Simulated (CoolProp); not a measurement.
Vapour-liquid equilibrium of p-xylene (1) + n-undecane (2) at 4.02 bar; x and y are mole fractions of (1).

The numbers come from the multi-fluid Helmholtz-energy mixture model, Zhou 2012 and Aleksandrov 2011; pair parameters Bell 2016 in CoolProp.

```tsv
x	bubble temperature, mixture model (K)	bubble temperature, Raoult's law (K)	y, mixture model	y, Raoult's law
0.05	530.4	529.4	0.106	0.136
0.2	518.4	515.8	0.377	0.438
0.35	507.5	504.5	0.582	0.636
0.5	497.6	495.0	0.733	0.770
0.65	488.7	486.9	0.844	0.866
0.8	480.8	479.9	0.925	0.935
0.95	473.9	473.7	0.984	0.986
```

The largest gap from Raoult's law is +3.0 K in bubble temperature, at x = 0.35. No azeotrope shows between x = 0.05 and 0.95.

The pair parameters rest on a limited set of measurements; away from them the model extrapolates.
